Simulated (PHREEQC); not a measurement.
1.4 g of hydrous ferric oxide (600 m²/g; 0.2 weak and 0.005 strong sites per Fe, Dzombak-Morel constants, diffuse double layer) in 1 kg of water with 0.001 mol/kgw of an inert sodium salt and 0.048 mmol/kgw NiCl2, 0.066 mmol/kgw PbCl2 and 0.19 mmol/kgw MgCl2, at 25 °C; the pH is set by adding NaOH or the inert anion's acid. O2 is buffered at 0.21 atm. No CO2 enters from the air. Nothing may precipitate in this run.

Model: ion-association model, wateq4f.dat, run in PHREEQC.

| pH | Ni sorbed (%) | Pb sorbed (%) | Mg sorbed (%) | surface charge σ (C/m²) | surface potential ψ (mV) |
|---|---|---|---|---|---|
| 4 | 0.0 | 70.8 | 0.0 | 0.152 | 202 |
| 4.38 | 0.0 | 87.8 | 0.0 | 0.113 | 190 |
| 4.75 | 0.2 | 95.9 | 0.0 | 0.083 | 176 |
| 5.12 | 0.6 | 98.9 | 0.0 | 0.060 | 161 |
| 5.5 | 2.8 | 99.7 | 0.0 | 0.042 | 144 |
| 5.88 | 10.7 | 99.9 | 0.0 | 0.029 | 126 |
| 6.25 | 29.5 | 100.0 | 0.1 | 0.019 | 107 |
| 6.62 | 60.2 | 100.0 | 0.7 | 0.013 | 88 |
| 7 | 87.4 | 100.0 | 3.5 | 0.008 | 67 |
| 7.38 | 97.2 | 100.0 | 16.1 | 0.005 | 47 |
| 7.75 | 99.4 | 100.0 | 47.8 | 0.003 | 28 |
| 8.12 | 99.9 | 100.0 | 81.3 | 0.001 | 9 |
| 8.5 | 100.0 | 100.0 | 95.8 | -0.001 | -12 |
| 8.88 | 100.0 | 100.0 | 99.2 | -0.003 | -33 |
| 9.25 | 100.0 | 100.0 | 99.8 | -0.006 | -54 |
| 9.62 | 100.0 | 100.0 | 100.0 | -0.010 | -75 |
| 10 | 100.0 | 100.0 | 100.0 | -0.015 | -96 |
